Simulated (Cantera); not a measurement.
A perfectly stirred reactor is fed with C3H8 : H2 = 1 : 5.8 (molar parts), at 0.460 bar; it is held at 1575 K, and followed from long to short residence time.

Computed with Cantera and GRI-Mech 3.0 (53 species, 325 reactions). GRI-Mech 3.0 was tuned for natural gas; its chemistry of propane as a main component is partial and can be far from experiment. GRI-Mech 3.0 stops at C3 and has no aromatics, soot or wall deposition, so with more carbon than oxygen in the feed, carbon stays in small species such as C2H2 where larger ones or solid carbon would form.

Question: What does this change do: temperature 1575 to 1475 K?

Answer: 
```json
[
 {"quantity": "x(C3H8) at τ = 4.80 s", "before": "2.29e-6", "after": "8.98e-6"},
 {"quantity": "x(H2) at τ = 4.80 s", "before": "0.810", "after": "0.777"},
 {"quantity": "x(C2H4) at τ = 4.80 s", "before": "0.00672", "after": "0.0141"},
 {"quantity": "x(C2H6) at τ = 4.80 s", "before": "1.62e-5", "after": "6.15e-5"},
 {"quantity": "x(H) at τ = 4.80 s", "before": "5.91e-5", "after": "2.15e-5"},
 {"quantity": "x(C3H8) at τ = 75.0 ms", "before": "0.000105", "after": "0.000302"},
 {"quantity": "x(H2) at τ = 75.0 ms", "before": "0.789", "after": "0.775"},
 {"quantity": "x(C2H4) at τ = 75.0 ms", "before": "0.00925", "after": "0.0221"},
 {"quantity": "x(C2H6) at τ = 75.0 ms", "before": "9.35e-5", "after": "0.000219"},
 {"quantity": "x(H) at τ = 75.0 ms", "before": "0.000121", "after": "6.63e-5"}
]
```

Question: What does this change do: pressure from 0.460 bar to 0.000230 bar?

Answer: 
```csv
quantity,before,after
x(C3H8) at τ = 4.80 s,2.29e-6,0.000198
x(H2) at τ = 4.80 s,0.810,0.795
x(C2H4) at τ = 4.80 s,0.00672,0.00405
x(C2H6) at τ = 4.80 s,1.62e-5,2.66e-5
x(H) at τ = 4.80 s,5.91e-5,0.00234
x(C3H8) at τ = 75.0 ms,0.000105,0.00956
x(H2) at τ = 75.0 ms,0.789,0.748
x(C2H4) at τ = 75.0 ms,0.00925,0.0569
x(C2H6) at τ = 75.0 ms,9.35e-5,0.000325
x(H) at τ = 75.0 ms,0.000121,0.00357
```
Radical loss at walls, strong at low pressure, is not modelled.
